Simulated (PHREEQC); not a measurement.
Model water analysis in mmol/kgw, 55 °C, pH 7.75, pe 11.5: Na 204; K 27.2; Ca 0.73; Mg 14; Cl 268; S(6) 1.12; Alkalinity (meq/kgw) 0.0583; N(5) 0.029.

Valence states are taken as typed.

Equilibrium calculation in PHREEQC: ion-association model, wateq4f.dat.

This is a speciation only: nothing precipitates in the calculation.

Question: Predict the activity of water, charge-balance error.

Answer: activity of water 0.978; charge-balance error -1.8 %.

Question: In which forms is S present?

Answer: SO4-2 55 %, MgSO4 24 %, NaSO4- 16 %, KSO4- 3.8 %, CaSO4 0.6 % of the S.

At this temperature some constants are extrapolated from 25 °C, and those without enthalpy data are left unchanged.
